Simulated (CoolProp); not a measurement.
Methane at 533.55 K and 1.3 MPa flows at 0.096 m/s in a round tube of 12.7 mm bore and 45 µm roughness, fully developed (64/Re and Nu = 3.66 if laminar; Colebrook and Gnielinski if turbulent). Each further row changes one setting.

Model: reference Helmholtz-energy equation of state, Setzmann 1991, in CoolProp.

```
case                Reynolds number  Darcy friction factor  pressure drop (Pa/m)  heat-transfer coefficient (W/(m² K))  mass flow (kg/h)
------------------  ---------------  ---------------------  --------------------  ------------------------------------  ----------------
as stated                         …                      …                     …                                  21.8             0.206
velocity 0.192 m/s              638                  0.100                 0.684                                  21.8                 …
diameter 25.4 mm                638                  0.100                     …                                     …                 …
```

Question: Some entries are withheld; supply them.

Answer: 
- as stated, Reynolds number: 319
- as stated, Darcy friction factor: 0.201
- as stated, pressure drop (Pa/m): 0.342
- velocity 0.192 m/s, mass flow (kg/h): 0.411
- diameter 25.4 mm, pressure drop (Pa/m): 0.0855
- diameter 25.4 mm, heat-transfer coefficient (W/(m² K)): 10.9
- diameter 25.4 mm, mass flow (kg/h): 0.823

Viscosity comes from a separate model (Quiñones-Cisneros 2006). Thermal conductivity comes from a separate model (Friend 1989).
